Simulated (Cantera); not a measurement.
**CH3Cl + CH4 + H2 + HCl (fluorocarbon and chlorocarbon gases)**

Feed: 1 mol CH3Cl, 0.4 mol CH4, 1.2 mol H2, 1.6 mol HCl, equilibrated at 1.00 bar.

Equilibrium computed with Cantera from the NASA thermochemical tables; the gas is ideal and each condensed phase is pure. Candidate condensed phases: C, C6H6, C7H8, C8H18; 103 gas species. Ions and electrons are included (thermal ionisation). The tables' values for CCl are old estimates; treat these amounts as uncertain. Equilibrium is a limit: real reactors are often held back by kinetics, nucleation or transport.

From 2000 K to 3000 K the condensed part is C(graphite). From 3500 K to 5000 K nothing is condensed. The main C-bearing gas is C2H2 (acetylene) at 2000 K and C at 5000 K.

```csv
T (K),log p H,log p H2,log p HCl,log p Cl,log p C,log p C2H2 (acetylene),log p C3,log p C2H,log p C2,n C(graphite)
2000,-2.92,-0.27,-0.33,-3.12,-10.52,-3.39,-10.56,-7.77,-11.63,1.39
2500,-1.74,-0.29,-0.35,-1.96,-6.78,-2.25,-6.30,-4.85,-7.34,1.33
3000,-0.98,-0.36,-0.44,-1.23,-4.30,-1.56,-3.51,-2.95,-4.50,1.02
3500,-0.51,-0.57,-0.71,-0.83,-2.61,-1.40,-1.77,-1.84,-2.64,0
4000,-0.26,-0.93,-1.18,-0.70,-1.74,-2.25,-1.66,-1.90,-2.04,0
4500,-0.19,-1.45,-1.75,-0.68,-1.22,-3.49,-2.06,-2.39,-1.90,0
5000,-0.17,-1.96,-2.28,-0.69,-1.01,-4.98,-3.01,-3.25,-2.21,0
```
log p: log10 of the partial pressure in bar; n: condensed amount in mol.
